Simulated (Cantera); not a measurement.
Cantera run:

```python
import numpy as np
import cantera as ct

gas_names = """
    CL CL2 H HCL H2 Si SiCL SiCL2 SiCL3 SiCL4 SiH SiHCL3 SiH2 SiH2CL2 SiH3 SiH3CL SiH4 Si2 Si3
""".split()
cond_names = """
    Si(cr) Si(L)
""".split()


# ... load() reads the species with a 1 bar reference pressure and builds the phases ...
atoms = {
    'Si3H8': {'Si': 3, 'H': 8},
    'HCl': {'H': 1, 'CL': 1},
    'H2': {'H': 2},
}
top_T = {}  # K; cautious upper limits of use, not melting points


# ... equilibrate(T, P, feed) seeds the gas with the atoms and calls Mixture.equilibrate('TP', solver="vcs", rtol=1e-11, max_steps=5000) ...
results = []
feed = {'Si3H8': 1, 'HCl': 0.12, 'H2': 12}  # mol
P = 260  # Pa
for T in [850, 925, 1000, 1075, 1150, 1225, 1300, 1375, 1450, 1525, 1600, 1675, 1750]:
    mix = equilibrate(T, P, feed)
    results.append((T, P, feed, dict(zip(mix.species_names, mix.species_moles))))

top = {s: max(r[3][s] / sum(r[3][g] for g in gas_names) for r in results) for s in gas_names}
cols = sorted((s for s in top if top[s] > 0.001), key=lambda s: -top[s])[:8]
seen = [c for c in cond_names if any(r[3].get(c, 0) > 1e-12 for r in results)]
print("log10 of partial pressures in bar; condensed amounts in mol")
print(f"{'T/K':>10s}" + "".join(f"{s[:9]:>10s}" for s in cols + seen))
for T, P, feed, n in results:
    ng = sum(n[g] for g in gas_names)
    print(f"{T:10.4g}" + "".join(f"{np.log10(max(n[s] / ng * P / 1e5, 1e-99)):10.3f}" for s in cols)
          + "".join(f"{n.get(c, 0):10.4g}" for c in seen))
```

Output:

```
log10 of partial pressures in bar; condensed amounts in mol
       T/K        H2       HCL         H    Si(cr)     Si(L)
       850    -2.587    -5.046   -11.982     2.982         0
       925    -2.588    -4.814   -10.878     2.993         0
      1000    -2.588    -4.738    -9.938     2.997         0
      1075    -2.588    -4.728    -9.128     2.998         0
      1150    -2.588    -4.728    -8.421     2.998         0
      1225    -2.588    -4.729    -7.800     2.998         0
      1300    -2.588    -4.730    -7.250     2.998         0
      1375    -2.588    -4.731    -6.759     2.998         0
      1450    -2.588    -4.732    -6.318     2.997         0
      1525    -2.588    -4.733    -5.920     2.997         0
      1600    -2.589    -4.735    -5.559     2.996         0
      1675    -2.589    -4.737    -5.230     2.994         0
      1750    -2.590    -4.737    -4.929         0     2.986
```

Method: chemical equilibrium by Gibbs-energy minimisation in Cantera with the NASA 1993 tables (ideal gas, pure condensed phases). The feed counts by its element totals alone. The tables' values for SiCl, SiCl3 are old estimates; treat these amounts as uncertain. Gases not in the tables: Si2H6 and higher silanes.
